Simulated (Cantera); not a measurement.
Charge: 1 mol MgO, 0.084 mol H2S, a varied amount of N2, at 1148 K and 1.00 bar.

These are equilibrium values from Cantera (NASA tables, ideal gas, pure condensed phases), not measurements of a reactor. Candidate condensed phases: H2O, H2SO4, Mg, MgO, Mg(OH)2, MgS, MgSO4, S; 43 gas species. Mutual solubility and eutectic melting of coexisting phases are not modelled. Gases not in the tables: S3 to S7. Equilibrium is a limit: real reactors are often held back by kinetics, nucleation or transport.

Question: At 0.77 mol N2, list the 6 most abundant gas species with their mole fractions, and the condensed phases.

Answer: N2 0.892, H2S 0.0714, H2 0.0208, S2 0.0104, H2O 0.00502, SH 3.83e-5. Condensed: MgO(s) + MgS(s).
